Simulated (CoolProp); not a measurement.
A Linde-Hampson liquefier for dry air: isothermal reversible compression at 290 K from 1 atm to 25 MPa, throttling to 1 atm, return gas leaving the recuperator 5 K below the feed. Each further row changes one setting.

Model: reference Helmholtz-energy equation of state, Lemmon 2000, in CoolProp. It is a pseudo-pure fit of the blend.

| case | liquid yield per pass | compression work (kJ/kg of gas) |
|---|---|---|
| as stated | 0.090 | 457 |
| high pressure 50 MPa | 0.104 | 524 |
| warm-end temperature 320 K | 0.064 | 508 |
| warm-end gap 10 K | 0.079 | 457 |
